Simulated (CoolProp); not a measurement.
Acetone along the isotherm 276.85 °C: fugacity coefficient from the reference equation and from simpler models built on Tc = 235.0 °C, pc = 4.692 MPa, ω = 0.307; each cubic takes its own stable root.

Computed with CoolProp (reference Helmholtz-energy equation of state, Lemmon 2006). It is a short technical equation, of lower accuracy than the large ones.

```json
[
 {"p (MPa)": "0.88", "phase": "gas", "reference": "0.9450", "Soave-Redlich-Kwong": "0.9523", "Peng-Robinson": "(withheld)"},
 {"p (MPa)": "1.76", "phase": "gas", "reference": "0.8919", "Soave-Redlich-Kwong": "0.9057", "Peng-Robinson": "0.8941"},
 {"p (MPa)": "2.64", "phase": "gas", "reference": "0.8408", "Soave-Redlich-Kwong": "0.8601", "Peng-Robinson": "0.8438"},
 {"p (MPa)": "3.52", "phase": "gas", "reference": "0.7913", "Soave-Redlich-Kwong": "0.8154", "Peng-Robinson": "0.7952"},
 {"p (MPa)": "4.4", "phase": "gas", "reference": "0.7434", "Soave-Redlich-Kwong": "0.7715", "Peng-Robinson": "0.7482"},
 {"p (MPa)": "5.28", "phase": "supercritical", "reference": "(withheld)", "Soave-Redlich-Kwong": "0.7282", "Peng-Robinson": "0.7026"},
 {"p (MPa)": "6.16", "phase": "supercritical", "reference": "(withheld)", "Soave-Redlich-Kwong": "0.6856", "Peng-Robinson": "(withheld)"},
 {"p (MPa)": "7.04", "phase": "supercritical", "reference": "0.6071", "Soave-Redlich-Kwong": "0.6443", "Peng-Robinson": "0.6162"}
]
```

Task: What belongs in the gaps?

Result: 
- 0.88, Peng-Robinson: 0.9461
- 5.28, reference: 0.6969
- 6.16, reference: 0.6515
- 6.16, Peng-Robinson: 0.6584
